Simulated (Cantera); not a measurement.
Standard-state values (1 bar) from the NASA 1993 polynomials, evaluated with Cantera. Values are per mole of reaction as written; species without (g) are pure solids or liquids, kept so even where they would boil at 1 bar.

Si3N4 + 12 Cl(g) → 3 SiCl4(g) + 4 N(g)

```tsv
T (K)	ΔH° (kJ)	ΔS° (J/K)	ΔG° (kJ)	log10 K
300	-808.4	-489.1	-661.6	115.20
1325	-827.6	-512.0	-149.3	5.88
1425	-830.9	-514.3	-98.0	3.59
1525	-834.3	-516.6	-46.4	1.59
1625	?	?	?	?
1725	-841.2	-520.9	57.3	-1.74
1825	-844.8	-522.9	109.5	-3.14
1925	?	?	?	?
2025	?	?	?	?
2125	-855.4	-528.3	267.2	-6.57
2225	?	?	?	?
```

Task: Some entries are withheld; supply them.

Result: 
- 1625, ΔH° (kJ): -837.7
- 1625, ΔS° (J/K): -518.8
- 1625, ΔG° (kJ): 5.4
- 1625, log10 K: -0.17
- 1925, ΔH° (kJ): -848.3
- 1925, ΔS° (J/K): -524.8
- 1925, ΔG° (kJ): 161.9
- 1925, log10 K: -4.39
- 2025, ΔH° (kJ): -851.9
- 2025, ΔS° (J/K): -526.6
- 2025, ΔG° (kJ): 214.5
- 2025, log10 K: -5.53
- 2225, ΔH° (kJ): -858.9
- 2225, ΔS° (J/K): -529.9
- 2225, ΔG° (kJ): 320.2
- 2225, log10 K: -7.52
